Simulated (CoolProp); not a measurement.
c-C4F8 (RC318) along the isobar 0.225 MPa: density (kg/m³) from the reference equation and from simpler models built on Tc = 388.4 K, pc = 2.778 MPa, ω = 0.355; each cubic takes its own stable root.

Values from CoolProp's reference Helmholtz-energy equation of state, Platzer 1990. This equation is an older, rougher fit; its heat capacities, sound speeds and derivatives of the liquid may be far off and weren't checked against measurements.

```csv
T (K),phase,reference,van der Waals,Redlich-Kwong,Soave-Redlich-Kwong,Peng-Robinson
286.7,liquid,1543,19.90,20.26,1449,1642
301.4,gas,19.25,18.82,19.09,19.25,19.33
316,gas,18.16,17.86,18.06,18.17,18.24
330.6,gas,17.20,16.99,17.15,17.22,17.29
345.3,gas,16.35,16.21,16.32,16.37,16.43
359.9,gas,15.60,15.50,15.59,15.62,15.67
374.5,gas,14.92,14.85,14.92,14.93,14.98
389.1,gas,14.30,14.26,14.31,14.31,14.36
403.8,gas,13.73,13.71,13.75,13.74,13.78
418.4,gas,13.21,13.21,13.24,13.22,13.26
433,gas,12.74,12.74,12.76,12.74,12.77
447.7,gas,12.29,12.30,12.32,12.29,12.32
462.3,gas,11.88,11.90,11.91,11.88,11.91
476.9,gas,11.50,11.52,11.52,11.49,11.52
```

At some of these states van der Waals, Redlich-Kwong gives the other phase, because its saturation line lies elsewhere.
